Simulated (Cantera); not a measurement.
Al + I2 + H2 (aluminium and copper etching)

Charge: 1 mol Al, 1.6 mol I2, 16 mol H2, at 14.0 mbar.

Cantera equilibrium calculation (NASA polynomials, part measured and part estimated; ideal gas, pure solids and liquids). Candidate condensed phases: Al, AlI3, I2; 11 gas species. Kinetics and transport are ignored.

| T (K) | x H2 | x I | x AlI3 | x AlI | x HI | x I2 | x H |
|---|---|---|---|---|---|---|---|
| 773 | 0.930 | 5.55e-5 | 0.0585 | 1.59e-9 | 0.0116 | 3.15e-6 | 7.40e-12 |
| 823 | 0.930 | 0.000121 | 0.0585 | 2.95e-8 | 0.0116 | 3.52e-6 | 5.98e-11 |
| 873 | 0.930 | 0.000240 | 0.0585 | 3.94e-7 | 0.0114 | 3.85e-6 | 3.81e-10 |
| 923 | 0.930 | 0.000440 | 0.0585 | 4.02e-6 | 0.0113 | 4.11e-6 | 1.99e-9 |
| 973 | 0.930 | 0.000752 | 0.0584 | 3.27e-5 | 0.0110 | 4.29e-6 | 8.81e-9 |
| 1023 | 0.929 | 0.00123 | 0.0582 | 0.000211 | 0.0109 | 4.55e-6 | 3.37e-8 |
| 1073 | 0.928 | 0.00207 | 0.0574 | 0.000982 | 0.0116 | 5.54e-6 | 1.14e-7 |
| 1123 | 0.924 | 0.00379 | 0.0552 | 0.00300 | 0.0138 | 8.56e-6 | 3.46e-7 |
| 1173 | 0.917 | 0.00717 | 0.0512 | 0.00671 | 0.0178 | 1.52e-5 | 9.54e-7 |
| 1223 | 0.906 | 0.0133 | 0.0449 | 0.0124 | 0.0230 | 2.72e-5 | 2.42e-6 |
| 1273 | 0.891 | 0.0232 | 0.0362 | 0.0204 | 0.0288 | 4.57e-5 | 5.69e-6 |
| 1323 | 0.873 | 0.0373 | 0.0255 | 0.0301 | 0.0339 | 6.79e-5 | 1.25e-5 |
| 1373 | 0.855 | 0.0538 | 0.0148 | 0.0398 | 0.0366 | 8.47e-5 | 2.60e-5 |
| 1423 | 0.842 | 0.0689 | 0.00668 | 0.0470 | 0.0358 | 8.60e-5 | 5.15e-5 |
x: gas mole fraction; nothing condenses.

From 773 K to 1423 K nothing is condensed. The main Al-bearing gas is AlI3 at 773 K and AlI at 1423 K.
